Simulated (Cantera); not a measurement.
Charge: 1 mol acetone, 0.15 mol CO₂, 26 mol H₂, held at 1923 K and 7.50 Torr.

These are equilibrium values from Cantera (NASA tables, ideal gas, pure condensed phases), not measurements of a reactor. Candidate condensed phases: C, C₆H₆, C₇H₈, C₈H₁₈, H₂O; 110 gas species. The feed counts by its element totals alone. Equilibrium is a limit: real reactors are often held back by kinetics, nucleation or transport.

### Question
What is the equilibrium state?

### Answer
- x(H₂): 0.948
- x(CO): 0.0427
- x(H): 0.00917
- x(C₂H₂ (acetylene)): 0.000428
- x(CH₄): 4.72e-6
- n(C(graphite)): 1.82 mol
- gas amount: 30.44 mol
